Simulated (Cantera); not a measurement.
Standard-state values (1 bar) from the NASA 1993 polynomials, evaluated with Cantera. Values are per mole of reaction as written; species without (g) are pure solids or liquids, kept so even where they would boil at 1 bar.

Problem. Between 673 and 1073 K, where is each reaction favourable under standard conditions?
- V + O₂(g) = VO₂(g)
- 2 Pb + O₂(g) = 2 PbO(g)
- C + O₂(g) = CO₂(g)

Solution. 
- V + O₂(g) = VO₂(g): ΔG° is -252 kJ at 673 K and -261 kJ at 1073 K; it stays negative (K > 1). ΔH° is -239 kJ and ΔS° 20 J/K at 1073 K.
- 2 Pb + O₂(g) = 2 PbO(g): ΔG° is 47 kJ at 673 K and 3 kJ at 1073 K; it stays positive (K < 1). ΔH° is 116 kJ and ΔS° 105 J/K at 1073 K.
- C + O₂(g) = CO₂(g): ΔG° is -395 kJ at 673 K and -396 kJ at 1073 K; it stays negative (K > 1). ΔH° is -395 kJ and ΔS° 1 J/K at 1073 K.
